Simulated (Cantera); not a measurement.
Low-pressure radical oxidation in H2/O2

A perfectly stirred reactor is fed with H₂ : O₂ = 0.061 : 1 (molar parts), equivalence ratio 0.030, at 27.8 Torr; it is held at 1300 K, and followed from long to short residence time.

Detailed kinetics in Cantera: the H2/O2 subset of GRI-Mech 3.0, which has no nitrogen chemistry. Radical loss at walls, strong at low pressure, is not modelled. The temperature is held fixed by assumption; the heat of reaction is taken as removed at once.

| τ (s) | x H₂ | x O₂ | x OH | x H₂O | x H₂O₂ | x O |
|---|---|---|---|---|---|---|
| 1.6 | 6.12e-5 | 0.940 | 0.000828 | 0.0587 | 7.34e-8 | 0.000861 |
| 0.60 | 0.000112 | 0.939 | 0.00114 | 0.0584 | 9.96e-8 | 0.00164 |
| 0.23 | 0.000200 | 0.937 | 0.00157 | 0.0580 | 1.30e-7 | 0.00304 |
| 0.088 | 0.000354 | 0.934 | 0.00212 | 0.0573 | 1.63e-7 | 0.00551 |
| 0.034 | 0.000613 | 0.930 | 0.00283 | 0.0562 | 1.97e-7 | 0.00954 |
| 0.013 | 0.00105 | 0.923 | 0.00369 | 0.0545 | 2.30e-7 | 0.0155 |
| 0.0050 | 0.00180 | 0.915 | 0.00463 | 0.0519 | 2.62e-7 | 0.0223 |
| 0.0019 | 0.00321 | 0.908 | 0.00565 | 0.0486 | 3.05e-7 | 0.0275 |
x: mole fraction; the columns are a selection and need not sum to one.
